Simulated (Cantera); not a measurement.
Charge: 1 mol MgO, 0.61 mol C, 5.7 mol H2.

Method: chemical equilibrium by Gibbs-energy minimisation in Cantera with the NASA 1993 tables (ideal gas, pure condensed phases). Candidate condensed phases: C, C6H6, C7H8, C8H18, H2O, Mg, MgCO3, MgO, Mg(OH)2; 116 gas species. Rates play no part.

Stable condensed phases, one row left out:

```
T in K \ P in Pa
              10      42     180     750    3200   13000   56000  240000 1000000
   1948        A       A       B       B       B       B       B       B       C
   1848        A       B       B       B       B       B       B       C       C
   1748        B       B       B       B       B       B       C       C       C
   1648        B       B       B       B       B       C       C       C       C
   1548        B       B       B       B       C       C       C       C       C
   1448        B       B       B       C       C       C       C       C       C
   1348        B       B       C       C       C       C       C       C       C
   1148        C       C       C       C       C       C       C       C       B
```

A: gas only; B: MgO; C: C + MgO.

### Question
Give the row for 1248 K.

### Answer
10: C + MgO; 42: C + MgO; 180: C + MgO; 750: C + MgO; 3200: C + MgO; 13000: C + MgO; 56000: C + MgO; 240000: C + MgO; 1000000: C + MgO.
